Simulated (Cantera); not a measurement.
A Cantera script and its output.

```python
import numpy as np
import cantera as ct

gas = ct.Solution("gri30.yaml")


def delay(T, t_max=10):
    gas.TPX = T, 1100000, {'CH4': 1, 'C2H6': 0.29, 'O2': 2.4, 'N2': 14.3, 'CO2': 1.8}
    reactor = ct.IdealGasConstPressureReactor(gas, clone=False)
    net = ct.ReactorNet([reactor])
    net.rtol, net.atol = 1e-8, 1e-16
    while net.time < t_max:
        t_old, T_old = net.time, reactor.T
        net.step()
        if reactor.T > T + 400:  # ignition: a rise of 400 K
            return t_old + (T + 400 - T_old) / (reactor.T - T_old) * (net.time - t_old)
    return np.nan


taus = []
for T in [1123, 1173, 1223, 1273, 1323, 1373]:
    taus.append(delay(T))
    print(f"T0 = {T:6g} K   tau = {taus[-1]:.4e} s")
```

It prints:

```
T0 =   1123 K   tau = 2.8760e-03 s
T0 =   1173 K   tau = 1.2889e-03 s
T0 =   1223 K   tau = 6.2581e-04 s
T0 =   1273 K   tau = 3.3098e-04 s
T0 =   1323 K   tau = 1.9061e-04 s
T0 =   1373 K   tau = 1.1832e-04 s
```

Detailed kinetics in Cantera: GRI-Mech 3.0 (53 species, 325 reactions).
